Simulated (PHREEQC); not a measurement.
0.016 g of hydrous ferric oxide (600 m²/g; 0.2 weak and 0.005 strong sites per Fe, Dzombak-Morel constants, diffuse double layer) in 1 kg of water with 0.05 mol/kgw of an inert sodium salt and 5.1e-07 mol/kgw Ag2SO4 and 1e-06 mol/kgw ZnSO4, at 25 °C; the pH is set by adding NaOH or the inert anion's acid. Oxygen alone is held at its pressure in air (log pO2 = -0.68). CO2 from the air is kept out. Nothing may precipitate in this run.

Base run: PHREEQC, ion-association model, wateq4f.dat. Each further column changes one thing. The table gives Ag sorbed (%).

```json
[
 {"pH": "3", "base": "0.0", "no electrostatic term (-no_edl)": "0.0", "background salt from 0.05 to 0.005 mol/kgw": "0.0", "oxide from 0.016 to 0.08 g/kgw": "0.0", "2.9e-05 mol/kgw H3BO3 added": "0.0"},
 {"pH": "3.5", "base": "0.0", "no electrostatic term (-no_edl)": "0.0", "background salt from 0.05 to 0.005 mol/kgw": "0.0", "oxide from 0.016 to 0.08 g/kgw": "0.0", "2.9e-05 mol/kgw H3BO3 added": "0.0"},
 {"pH": "4", "base": "0.0", "no electrostatic term (-no_edl)": "0.0", "background salt from 0.05 to 0.005 mol/kgw": "0.0", "oxide from 0.016 to 0.08 g/kgw": "0.0", "2.9e-05 mol/kgw H3BO3 added": "0.0"},
 {"pH": "5", "base": "0.1", "no electrostatic term (-no_edl)": "0.0", "background salt from 0.05 to 0.005 mol/kgw": "0.1", "oxide from 0.016 to 0.08 g/kgw": "0.3", "2.9e-05 mol/kgw H3BO3 added": "0.1"},
 {"pH": "5.5", "base": "0.3", "no electrostatic term (-no_edl)": "0.0", "background salt from 0.05 to 0.005 mol/kgw": "0.4", "oxide from 0.016 to 0.08 g/kgw": "1.3", "2.9e-05 mol/kgw H3BO3 added": "0.3"},
 {"pH": "6", "base": "0.9", "no electrostatic term (-no_edl)": "0.1", "background salt from 0.05 to 0.005 mol/kgw": "1.1", "oxide from 0.016 to 0.08 g/kgw": "4.4", "2.9e-05 mol/kgw H3BO3 added": "0.9"},
 {"pH": "6.5", "base": "2.3", "no electrostatic term (-no_edl)": "0.3", "background salt from 0.05 to 0.005 mol/kgw": "2.6", "oxide from 0.016 to 0.08 g/kgw": "12.0", "2.9e-05 mol/kgw H3BO3 added": "2.3"},
 {"pH": "7.5", "base": "5.9", "no electrostatic term (-no_edl)": "4.0", "background salt from 0.05 to 0.005 mol/kgw": "6.1", "oxide from 0.016 to 0.08 g/kgw": "53.7", "2.9e-05 mol/kgw H3BO3 added": "5.9"},
 {"pH": "8", "base": "11.3", "no electrostatic term (-no_edl)": "11.1", "background salt from 0.05 to 0.005 mol/kgw": "12.1", "oxide from 0.016 to 0.08 g/kgw": "77.3", "2.9e-05 mol/kgw H3BO3 added": "11.3"},
 {"pH": "8.5", "base": "22.2", "no electrostatic term (-no_edl)": "21.3", "background salt from 0.05 to 0.005 mol/kgw": "23.7", "oxide from 0.016 to 0.08 g/kgw": "91.1", "2.9e-05 mol/kgw H3BO3 added": "22.2"},
 {"pH": "9", "base": "38.2", "no electrostatic term (-no_edl)": "31.3", "background salt from 0.05 to 0.005 mol/kgw": "40.4", "oxide from 0.016 to 0.08 g/kgw": "96.9", "2.9e-05 mol/kgw H3BO3 added": "38.2"},
 {"pH": "10", "base": "75.8", "no electrostatic term (-no_edl)": "54.8", "background salt from 0.05 to 0.005 mol/kgw": "78.7", "oxide from 0.016 to 0.08 g/kgw": "99.7", "2.9e-05 mol/kgw H3BO3 added": "75.8"},
 {"pH": "10.5", "base": "88.5", "no electrostatic term (-no_edl)": "68.1", "background salt from 0.05 to 0.005 mol/kgw": "90.7", "oxide from 0.016 to 0.08 g/kgw": "99.9", "2.9e-05 mol/kgw H3BO3 added": "88.5"},
 {"pH": "11", "base": "94.8", "no electrostatic term (-no_edl)": "71.3", "background salt from 0.05 to 0.005 mol/kgw": "96.3", "oxide from 0.016 to 0.08 g/kgw": "100.0", "2.9e-05 mol/kgw H3BO3 added": "94.8"}
]
```

The oxide is taken as insoluble; below pH 4 it would dissolve.
